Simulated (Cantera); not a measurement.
Input: 1 mol CuO, 1.4 mol C, 0.33 mol N2, held at 0.0750 bar.

Method: chemical equilibrium by Gibbs-energy minimisation in Cantera with the NASA 1993 tables (ideal gas, pure condensed phases). Candidate condensed phases: C, Cu, CuO, Cu2O; 27 gas species. Kinetics and transport are ignored.

Task: At 1800 K, list the 4 most abundant gas species with their mole fractions, and the condensed phases.

Result: CO 0.746, N2 0.246, Cu 0.00722, Cu2 1.38e-5. Condensed: C(graphite) + Cu(l).
